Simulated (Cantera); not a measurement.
What does this Cantera script print?

```python
import numpy as np
import cantera as ct

gas_names = [...]  # 114 gases of nasa_gas.yaml made of C, Fe, H, O
cond_names = """
    C(gr) C6H6(L) C7H8(L) C8H18(L),n-octa Fe(a) Fe(c) Fe(d) Fe(L) FeC5O5(L) FeO(s) FeO(L) Fe(OH)2(s)
    Fe(OH)3(s) Fe2O3(s) Fe3O4(s) H2O(s) H2O(L)
""".split()


# ... load() reads the species with a 1 bar reference pressure and builds the phases ...
atoms = {
    'Fe': {'Fe': 1},
    'CO': {'C': 1, 'O': 1},
    'H2': {'H': 2},
}
top_T = {'C(gr)': 4500, 'Fe2O3(s)': 1830, 'Fe3O4(s)': 1870}  # K; cautious upper limits of use, not melting points


# ... equilibrate(T, P, feed) seeds the gas with the atoms and calls Mixture.equilibrate('TP', solver="vcs", rtol=1e-11, max_steps=5000) ...
results = []
feed = {'Fe': 1, 'CO': 30, 'H2': 39}  # mol
T = 1773  # K
P = 940000  # Pa
mix = equilibrate(T, P, feed)
results.append((T, P, feed, dict(zip(mix.species_names, mix.species_moles))))
x = sorted(zip(gas.X, gas.species_names), reverse=True)
print(f"T = {T:g} K  P = {P:g} Pa  gas = {mix.phase_moles(0):.4g} mol")
print("   x: " + "  ".join(f"{s} {v:.3e}" for v, s in x if v > 0.0001))
print("   condensed (mol): " + ("  ".join(f"{mix.phase(i).name} {mix.phase_moles(i):.4g}"
      for i in range(1, mix.n_phases) if mix.phase_moles(i) > 1e-12) or "none"))
```

It prints:

```
T = 1773 K  P = 940000 Pa  gas = 68.79 mol
   x: H2 5.626e-01  CO 4.343e-01  CH4 1.475e-03  H2O 1.276e-03  CO2 2.653e-04
   condensed (mol): Fe(d) 0.9999
```

These are equilibrium values from Cantera (NASA tables, ideal gas, pure condensed phases), not measurements of a reactor.
